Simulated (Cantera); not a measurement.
Charge: 1 mol TiCl₄, 0.36 mol H₂O, a varied amount of H₂, at 10.0 mbar.

Cantera equilibrium calculation (NASA polynomials, part measured and part estimated; ideal gas, pure solids and liquids). Candidate condensed phases: H₂O, Ti, TiCl₂, TiCl₃, TiCl₄, TiO, TiO₂, Ti₂O₃, Ti₃O₅, Ti₄O₇; 23 gas species. Mutual solubility and eutectic melting of coexisting phases are not modelled. The tables' values for TiCl₂ are old estimates. TiO: taken at fixed stoichiometry. Condensed phases not in the tables: TiOCl. Rates play no part.

What condenses at these points (T in K, n(H₂) in mol): (1000, 10); (1500, 24); (1800, 4.5); (2100, 20); (2100, 10); (2200, 24)?


| T (K) | n(H₂) in mol | condensed phases | Ti condensed (%) |
|---|---|---|---|
| 1000 | 10 | Ti₂O₃ | 24.0 |
| 1500 | 24 | TiO | 36.0 |
| 1800 | 4.5 | TiO + Ti₂O₃ | 26.2 |
| 2100 | 20 | TiO | 35.0 |
| 2100 | 10 | TiO | 35.3 |
| 2200 | 24 | TiO | 32.3 |
